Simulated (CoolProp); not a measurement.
The fluid at 298.15 K and 9.25 MPa flows at 0.73 m/s in a round tube of 12.7 mm bore and 0.25 µm roughness, fully developed (64/Re and Nu = 3.66 if laminar; Colebrook and Gnielinski if turbulent). The same conditions are run with several fluids, on thermodynamics alone (safety and materials aside).

Values from CoolProp's reference Helmholtz-energy equation of state of each fluid (carbon dioxide: Span 1996; isobutane: Bücker 2006; R124: de Vries 1995; n-hexane: Thol 2019; R11: Jacobsen 1992).

| fluid | Reynolds number | Darcy friction factor | pressure drop (Pa/m) | heat-transfer coefficient (W/(m² K)) | mass flow (kg/h) |
|---|---|---|---|---|---|
| carbon dioxide | … | 0.0180 | 304 | 2650 | 268 |
| isobutane | 30300 | … | … | 1300 | … |
| R124 | 44400 | 0.0215 | 631 | 1420 | 465 |
| n-hexane | 18800 | 0.0263 | 367 | 1280 | 221 |
| R11 | 29200 | 0.0237 | 745 | 1230 | 499 |

Problem. What belongs in the gaps?

Solution. 
- carbon dioxide, Reynolds number: 103000
- isobutane, Darcy friction factor: 0.0235
- isobutane, pressure drop (Pa/m): 279
- isobutane, mass flow (kg/h): 189

Transport values come from each fluid's own correlations; those of R124, R11 are estimates that may be off by 10 % or more.
